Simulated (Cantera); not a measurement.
Feed: 1 mol MgCl2, 1.6 mol HCl, 2.4 mol N2, held at 10.0 mbar.

Cantera equilibrium calculation (NASA polynomials, part measured and part estimated; ideal gas, pure solids and liquids). Candidate condensed phases: Mg, MgCl2, NH4Cl; 18 gas species. Kinetics and transport are ignored. All values below are at 700 K.

Base state: N2 0.600, HCl 0.400 (mole fractions); condensed: MgCl2(s).

Q: What changes in the equilibrium state with this change: 0.011 mol NH3 added?

A: 
```tsv
species	before	after
N2	0.600	0.598
HCl	0.400	0.398
H2	1.74e-8	0.00410
MgCl2(s), mol	1.00	1.00
```
